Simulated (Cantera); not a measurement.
Charge: 1 mol B, 1.3 mol H₂, 3.9 mol N₂, equilibrated at 1648.15 K and 13300 Pa.

Equilibrium computed with Cantera from the NASA thermochemical tables; the gas is ideal and each condensed phase is pure. Candidate condensed phases: B, BN; 15 gas species. Kinetics and transport are ignored.

**Question.** What is the equilibrium state?

**Answer.** 
| Property | Result |
|---|---|
| x(N₂) | 0.723 |
| x(H₂) | 0.277 |
| x(H) | 0.000128 |
| n(BN(s)) | 1.00 mol |
| gas amount | 4.700 mol |
| log10 activity of B(s) (absent) | -2.84 |
